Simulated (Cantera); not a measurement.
Input (Python, Cantera) and output of one run.

```python
import numpy as np
import cantera as ct

gas_names = """
    N N2 Pb Pb2
""".split()
cond_names = """
    Pb(cr) Pb(L)
""".split()


# ... load() reads the species with a 1 bar reference pressure and builds the phases ...
atoms = {
    'Pb': {'Pb': 1},
    'N2': {'N': 2},
}
top_T = {}  # K; cautious upper limits of use, not melting points


# ... equilibrate(T, P, feed) seeds the gas with the atoms and calls Mixture.equilibrate('TP', solver="vcs", rtol=1e-11, max_steps=5000) ...
results = []
feed = {'Pb': 1, 'N2': 1.2}  # mol
P = 920000  # Pa
for T in [523, 623, 723, 823, 923, 1023, 1123, 1223, 1323, 1423]:
    mix = equilibrate(T, P, feed)
    results.append((T, P, feed, dict(zip(mix.species_names, mix.species_moles))))

top = {s: max(r[3][s] / sum(r[3][g] for g in gas_names) for r in results) for s in gas_names}
cols = sorted((s for s in top if top[s] > 0.0001), key=lambda s: -top[s])[:7]
seen = [c for c in cond_names if any(r[3].get(c, 0) > 1e-12 for r in results)]
print("log10 of partial pressures in bar; condensed amounts in mol")
print(f"{'T/K':>10s}" + "".join(f"{s[:9]:>10s}" for s in cols + seen))
for T, P, feed, n in results:
    ng = sum(n[g] for g in gas_names)
    print(f"{T:10.4g}" + "".join(f"{np.log10(max(n[s] / ng * P / 1e5, 1e-99)):10.3f}" for s in cols)
          + "".join(f"{n.get(c, 0):10.4g}" for c in seen))
```

Output:

```
log10 of partial pressures in bar; condensed amounts in mol
       T/K        N2        Pb    Pb(cr)     Pb(L)
       523     0.964   -13.765         1         0
       623     0.964   -10.683         0         1
       723     0.964    -8.509         0         1
       823     0.964    -6.872         0         1
       923     0.964    -5.596         0         1
      1023     0.964    -4.574         0         1
      1123     0.964    -3.738         0         1
      1223     0.964    -3.042         0    0.9999
      1323     0.964    -2.454         0    0.9995
      1423     0.963    -1.951         0    0.9985
```

Equilibrium computed with Cantera from the NASA thermochemical tables; the gas is ideal and each condensed phase is pure.
